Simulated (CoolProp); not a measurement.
Vapour-liquid equilibrium of ethanol (1) + cyclohexane (2) at 414 K; x and y are mole fractions of (1).

Model: multi-fluid Helmholtz-energy mixture model, Schroeder 2014 and Zhou 2014; pair parameters Bell 2016, in CoolProp.

```csv
x,"bubble pressure, mixture model (bar)","bubble pressure, Raoult's law (bar)","y, mixture model","y, Raoult's law"
0.05,5.652,4.742,0.205,0.082
0.125,6.795,4.979,0.363,0.194
0.2,7.539,5.215,0.449,0.297
0.275,8.016,5.452,0.503,0.390
0.35,8.325,5.689,0.540,0.476
0.425,8.529,5.925,0.570,0.555
0.5,8.668,6.162,0.597,0.628
0.575,8.757,6.399,0.625,0.696
0.65,8.798,6.636,0.658,0.758
0.725,8.777,6.872,0.699,0.817
0.8,8.670,7.109,0.751,0.871
0.875,8.445,7.346,0.822,0.922
0.95,8.076,7.582,0.918,0.970
```

The largest gap from Raoult's law is +47.0 % in bubble pressure, at x = 0.275. y crosses x between x = 0.65 and 0.725: the model has an azeotrope there.

Pair parameters are fitted to limited data, so mixtures are less certain than the pure fluids.
